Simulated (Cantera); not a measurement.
**Premixed flame**

A freely propagating, adiabatic, planar premixed flame of 35.3 % H2, 13.6 % O2, 51.1 % N2, equivalence ratio 1.3, unburnt at 550 K and 0.750 bar; mixture-averaged transport, grid criteria slope 0.08 and curve 0.16, no radiation.

Computed with Cantera and the H2/O2 subset of GRI-Mech 3.0, which has no nitrogen chemistry. Burning velocities carry a grid error of a few per cent, more on coarse grids.

```json
[
 {"z (mm)": "-1.95", "T (K)": "550", "u (m/s)": "7.21", "x H2": "0.353", "x O2": "0.136", "x HO2": "<1e-8", "x H2O": "<1e-8", "x OH": "<1e-8", "x O": "<1e-8"},
 {"z (mm)": "-1.30", "T (K)": "550", "u (m/s)": "7.21", "x H2": "0.353", "x O2": "0.136", "x HO2": "<1e-8", "x H2O": "<1e-8", "x OH": "<1e-8", "x O": "<1e-8"},
 {"z (mm)": "-0.977", "T (K)": "550", "u (m/s)": "7.21", "x H2": "0.353", "x O2": "0.136", "x HO2": "<1e-8", "x H2O": "<1e-8", "x OH": "<1e-8", "x O": "<1e-8"},
 {"z (mm)": "-0.651", "T (K)": "550", "u (m/s)": "7.21", "x H2": "0.353", "x O2": "0.136", "x HO2": "1.54e-7", "x H2O": "2.61e-8", "x OH": "<1e-8", "x O": "<1e-8"},
 {"z (mm)": "-0.326", "T (K)": "560", "u (m/s)": "7.32", "x H2": "0.350", "x O2": "0.136", "x HO2": "0.000177", "x H2O": "0.000381", "x OH": "3.48e-5", "x O": "5.30e-6"},
 {"z (mm)": "-0.163", "T (K)": "764", "u (m/s)": "9.78", "x H2": "0.320", "x O2": "0.131", "x HO2": "0.000163", "x H2O": "0.0171", "x OH": "0.000762", "x O": "0.000280"},
 {"z (mm)": "0", "T (K)": "1222", "u (m/s)": "15.1", "x H2": "0.201", "x O2": "0.0878", "x HO2": "6.24e-5", "x H2O": "0.111", "x OH": "0.00353", "x O": "0.00557"},
 {"z (mm)": "0.163", "T (K)": "1533", "u (m/s)": "18.7", "x H2": "0.101", "x O2": "0.0277", "x HO2": "1.85e-5", "x H2O": "0.220", "x OH": "0.00902", "x O": "0.00988"},
 {"z (mm)": "0.326", "T (K)": "1669", "u (m/s)": "20.2", "x H2": "0.0855", "x O2": "0.0146", "x HO2": "8.96e-6", "x H2O": "0.244", "x OH": "0.0116", "x O": "0.00951"},
 {"z (mm)": "0.651", "T (K)": "1814", "u (m/s)": "21.8", "x H2": "0.0867", "x O2": "0.0108", "x HO2": "5.82e-6", "x H2O": "0.254", "x OH": "0.0136", "x O": "0.00827"},
 {"z (mm)": "1.30", "T (K)": "1968", "u (m/s)": "23.3", "x H2": "0.0895", "x O2": "0.00827", "x HO2": "3.94e-6", "x H2O": "0.263", "x OH": "0.0147", "x O": "0.00645"},
 {"z (mm)": "2.60", "T (K)": "2122", "u (m/s)": "24.9", "x H2": "0.0909", "x O2": "0.00572", "x HO2": "2.50e-6", "x H2O": "0.274", "x OH": "0.0145", "x O": "0.00442"},
 {"z (mm)": "5.21", "T (K)": "2258", "u (m/s)": "26.2", "x H2": "0.0910", "x O2": "0.00351", "x HO2": "1.51e-6", "x H2O": "0.285", "x OH": "0.0129", "x O": "0.00264"}
]
```
x: mole fraction of selected species; z is measured from the peak of heat release.

```yaml
laminar_burning_velocity: 721 cm/s
thermal_thickness: 0.651 mm
peak x(HO2): 0.000259
peak x(OH): 0.0148
peak x(O): 0.00990
grid_points: 132
```
